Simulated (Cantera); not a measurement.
What does this Cantera script print?

```python
import numpy as np
import cantera as ct

gas = ct.Solution("gri30.yaml")
gas.TPX = 500, 500000, {'C3H8': 1, 'O2': 9.26, 'N2': 34.8}
inlet = ct.Reservoir(gas, clone=True)
gas.equilibrate("HP")  # start burning
reactor = ct.IdealGasConstPressureReactor(gas, energy="on", clone=False)
exhaust = ct.Reservoir(gas, clone=True)
tau = [0.04, 0.012, 0.0038, 0.0012, 0.00036, 0.00011, 3.4e-05, 1e-05, 3.2e-06][0]
for a, b in ((inlet, reactor), (reactor, exhaust)):
    ct.MassFlowController(a, b, mdot=lambda t: reactor.mass / tau)
net = ct.ReactorNet([reactor])
show = ['C3H8', 'O2', 'H2', 'CO', 'HCO']

rows = []
print(f"{'tau/s':>10s}{'T/K':>9s}" + "".join(f"{s:>11s}" for s in show))
for tau in [0.04, 0.012, 0.0038, 0.0012, 0.00036, 0.00011, 3.4e-05, 1e-05, 3.2e-06]:
    net.initial_time = 0.0
    net.advance(30 * tau)
    before = gas.X
    net.advance(40 * tau)
    drift = np.max(np.abs(gas.X - before) / (gas.X + 1e-9))
    rows.append([gas.T, *gas[show].X, drift])
    print(f"{tau:10.3e}{gas.T:9.1f}" + "".join(f"{x:11.3e}" for x in gas[show].X))
```

Result:

```
     tau/s      T/K       C3H8         O2         H2         CO        HCO
 4.000e-02   1744.9  1.181e-06  9.248e-02  2.378e-05  2.526e-04  6.787e-09
 1.200e-02   1740.7  2.916e-06  9.260e-02  5.008e-05  5.834e-04  2.337e-08
 3.800e-03   1732.4  6.628e-06  9.291e-02  1.043e-04  1.298e-03  7.800e-08
 1.200e-03   1715.0  1.491e-05  9.370e-02  2.187e-04  2.916e-03  2.663e-07
 3.600e-04   1674.0  3.755e-05  9.593e-02  4.760e-04  7.056e-03  9.720e-07
 1.100e-04    500.0  2.219e-02  2.055e-01  2.026e-18  1.494e-17 -3.441e-35
 3.400e-05    500.0  2.219e-02  2.055e-01  9.459e-21  6.974e-20  1.801e-37
 1.000e-05    500.0  2.219e-02  2.055e-01  5.975e-22  4.406e-21  1.138e-38
 3.200e-06    500.0  2.219e-02  2.055e-01  3.774e-23  2.783e-22  7.187e-40
```

Detailed kinetics in Cantera: GRI-Mech 3.0 (53 species, 325 reactions). GRI-Mech 3.0 was tuned for natural gas; its chemistry of propane as a main component is partial and can be far from experiment.
